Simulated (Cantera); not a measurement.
Cantera run:

```python
import numpy as np
import cantera as ct

gas_names = """
    F F2 H HF H2 H2F2 H3F3 H4F4 H5F5 H6F6 H7F7 Si SiF SiF2 SiF3 SiF4 SiH SiHF3 SiH2 SiH2F2 SiH3 SiH3F
    SiH4 Si2 Si3
""".split()
cond_names = """
    Si(cr) Si(L)
""".split()


def load(file, names, dense=False):
    # The tables refer to 1 bar. Condensed volumes are neglected.
    table = {s.name: s for s in ct.Species.list_from_file(file)}
    out = []
    for n in names:
        d = dict(table[n].input_data)
        d["thermo"] = dict(d["thermo"], **{"reference-pressure": 1e5})
        if dense:
            d["equation-of-state"] = {"model": "constant-volume", "density": "1e6 g/cm^3"}
        out.append(ct.Species.from_dict(d))
    return out


gas = ct.Solution(thermo="ideal-gas", species=load("nasa_gas.yaml", gas_names))
cond = {s.name: ct.Solution(thermo="fixed-stoichiometry", species=[s], name=s.name)
        for s in load("nasa_condensed.yaml", cond_names, dense=True)}
atoms = {
    'Si': {'Si': 1},
    'HF': {'H': 1, 'F': 1},
}
top_T = {}  # K; cautious upper limits of use, not melting points


def equilibrate(T, P, feed):
    n = {}
    for name, mol in feed.items():
        for a, k in atoms[name].items():
            n[a] = n.get(a, 0.0) + k * mol
    gas.TPX = T, P, n
    mass = sum(n.values()) * gas.mean_molecular_weight
    gas.equilibrate("TP")
    valid = [c for c in cond.values() if c.min_temp <= T <= top_T.get(c.name, c.max_temp)]
    mix = ct.Mixture([(gas, mass / gas.mean_molecular_weight)] + [(c, 0.0) for c in valid])
    mix.T, mix.P = T, P
    mix.equilibrate("TP", solver="vcs", rtol=1e-11, max_steps=5000)
    return mix


results = []
T = 548  # K
P = 2300  # Pa
for m in [2.3, 3.8, 5.2, 6.6, 8.1, 9.5, 11, 12, 14]:
    feed = {'Si': 1, 'HF': m}  # mol
    mix = equilibrate(T, P, feed)
    results.append((T, P, feed, dict(zip(mix.species_names, mix.species_moles))))

top = {s: max(r[3][s] / sum(r[3][g] for g in gas_names) for r in results) for s in gas_names}
cols = sorted((s for s in top if top[s] > 1e-06), key=lambda s: -top[s])[:5]
seen = [c for c in cond_names if any(r[3].get(c, 0) > 1e-12 for r in results)]
print("log10 of partial pressures in bar; condensed amounts in mol")
print(f"{'n(HF)':>10s}" + "".join(f"{s[:9]:>10s}" for s in cols + seen))
for T, P, feed, n in results:
    ng = sum(n[g] for g in gas_names)
    print(f"{feed['HF']:10.4g}" + "".join(f"{np.log10(max(n[s] / ng * P / 1e5, 1e-99)):10.3f}" for s in cols)
          + "".join(f"{n.get(c, 0):10.4g}" for c in seen))
```

Output:

```
log10 of partial pressures in bar; condensed amounts in mol
     n(HF)        HF        H2      SiF4     SiHF3    SiH2F2    Si(cr)
       2.3   -11.727    -1.816    -2.121    -3.819    -5.624    0.4221
       3.8   -11.727    -1.816    -2.121    -3.819    -5.624   0.04516
       5.2    -2.182    -1.960    -2.262   -13.648   -25.142         0
       6.6    -1.971    -2.085    -2.386   -14.109   -25.939         0
       8.1    -1.877    -2.188    -2.490   -14.410   -26.437         0
       9.5    -1.827    -2.267    -2.568   -14.615   -26.771         0
        11    -1.793    -2.337    -2.638   -14.791   -27.051         0
        12    -1.777    -2.379    -2.680   -14.890   -27.208         0
        14    -1.752    -2.451    -2.752   -15.060   -27.475         0
```

These are equilibrium values from Cantera (NASA tables, ideal gas, pure condensed phases), not measurements of a reactor.
